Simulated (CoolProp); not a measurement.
Values from CoolProp's reference Helmholtz-energy equation of state, Thol 2018.

Give the vapour pressure (MPa), liquid density (kg/m³), vapour density (kg/m³), enthalpy of vaporisation (kJ/kg) of saturated hydrogen chloride at -85.55 °C.


```
T (°C)  p (MPa)  liquid density (kg/m³)  vapour density (kg/m³)  enthalpy of vaporisation (kJ/kg)
------  -------  ----------------------  ----------------------  --------------------------------
-85.55   0.0981                    1190                    2.36                               444
```
